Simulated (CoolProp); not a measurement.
Vapour-liquid equilibrium of n-decane (1) + n-dodecane (2) at 0.059 bar; x and y are mole fractions of (1).

The numbers come from the multi-fluid Helmholtz-energy mixture model, Lemmon 2006 and Lemmon 2004; pair parameters Bell 2016 in CoolProp.

| x | bubble temperature, mixture model (K) | bubble temperature, Raoult's law (K) | y, mixture model | y, Raoult's law |
|---|---|---|---|---|
| 0.05 | 394.2 | 394.1 | 0.171 | 0.177 |
| 0.2 | 385.6 | 385.5 | 0.516 | 0.519 |
| 0.35 | 378.8 | 378.8 | 0.710 | 0.709 |
| 0.5 | 373.4 | 373.6 | 0.826 | 0.825 |
| 0.65 | 369.1 | 369.2 | 0.900 | 0.900 |
| 0.8 | 365.5 | 365.6 | 0.952 | 0.952 |
| 0.95 | 362.4 | 362.4 | 0.989 | 0.990 |

The largest gap from Raoult's law is -0.2 K in bubble temperature, at x = 0.5. No azeotrope shows between x = 0.05 and 0.95.

The pair parameters rest on a limited set of measurements; away from them the model extrapolates.
